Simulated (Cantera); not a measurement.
A perfectly stirred reactor is fed with 3.09 % CH4, 96.5 % H2, 0.425 % CO2, at 10.00 Torr; it is held at 2525 K, and followed from long to short residence time.

Model: GRI-Mech 3.0 (53 species, 325 reactions), integrated in Cantera. GRI-Mech 3.0 stops at C3 and has no aromatics, soot or wall deposition, so with more carbon than oxygen in the feed, carbon stays in small species such as C2H2 where larger ones or solid carbon would form. Radical loss at walls, strong at low pressure, is not modelled.

x: mole fraction; the columns are a selection and need not sum to one.

```tsv
τ (s)	x CH4	x H2	x CO2	x OH	x CH3
0.77	2.08e-5	0.836	5.94e-7	6.09e-7	6.38e-5
0.29	9.56e-5	0.885	2.51e-6	2.35e-6	0.000182
0.11	(withheld)	0.916	(withheld)	(withheld)	(withheld)
0.041	0.00109	0.932	3.73e-5	1.61e-5	0.000948
0.016	0.00259	0.940	0.000117	2.17e-5	0.00174
0.0059	0.00583	0.945	0.000374	2.09e-5	0.00308
0.0022	(withheld)	0.948	(withheld)	(withheld)	(withheld)
```

Q: What belongs in the gaps?

A: 
- 0.11, x CH4: 0.000373
- 0.11, x CO2: 1.03e-5
- 0.11, x OH: 7.54e-6
- 0.11, x CH3: 0.000453
- 0.0022, x CH4: 0.0115
- 0.0022, x CO2: 0.00106
- 0.0022, x OH: 1.57e-5
- 0.0022, x CH3: 0.00473
